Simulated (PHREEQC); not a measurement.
Dissolve 71 mmol/kgw HF, 26 mmol/kgw NH4HF2, 1.1 mmol/kgw H2SO4 and 0.88 mmol/kgw HCl at 25 °C. Closed to the air; pH follows from the charge balance.

The numbers come from PHREEQC with the ion-association model, wateq4f.dat.

No solid was allowed to form.

Question: Order these S species by the share of S that they hold, largest first: SO4-2, HSO4-, NH4SO4-.

Answer: SO4-2 (75 %), NH4SO4- (13 %), HSO4- (12 %)

Question: Order these F species by the share of F that they hold, largest first: HF2-, F-, HF, H2F2.

Answer: HF (55 %), H2F2 (19 %), F- (17 %), HF2- (8.8 %)

The pH is 2.58 and the ionic strength 0.0297 mol/kgw. wateq4f.dat counts part of the HF as a dimer, H2F2, which phreeqc.dat doesn't know; its constant is uncertain.
